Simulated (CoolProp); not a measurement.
Vapour-liquid equilibrium of propane (1) + cyclopropane (2) at 1.48 MPa; x and y are mole fractions of (1).

The numbers come from the multi-fluid Helmholtz-energy mixture model, Lemmon 2009 and Polt 1992; pair parameters Bell 2016 in CoolProp. This equation is an older, rougher fit; its heat capacities, sound speeds and derivatives of the liquid may be far off and weren't checked against measurements.

```tsv
x	bubble temperature (°C)	y at the bubble point	dew temperature at overall composition x (°C)	liquid density (mol/L)
0.05	53.1	0.067	53.3	13.37
0.15	51.1	[?]	51.7	13.02
0.25	49.3	0.303	50.1	12.67
0.35	47.8	[?]	48.6	[?]
0.45	[?]	[?]	47.2	12.02
0.55	45.5	[?]	46.0	11.71
0.65	44.6	0.680	44.9	[?]
0.75	44.0	0.768	44.1	11.12
0.85	43.6	0.857	43.6	10.85
0.95	43.4	0.950	43.4	10.59
```

Fill in the missing entries.


- 0.15, y at the bubble point: 0.191
- 0.35, y at the bubble point: 0.406
- 0.35, liquid density (mol/L): 12.34
- 0.45, bubble temperature (°C): 46.5
- 0.45, y at the bubble point: 0.502
- 0.55, y at the bubble point: 0.593
- 0.65, liquid density (mol/L): 11.41

No azeotrope shows between x = 0.05 and 0.95.

The pair parameters rest on a limited set of measurements; away from them the model extrapolates.
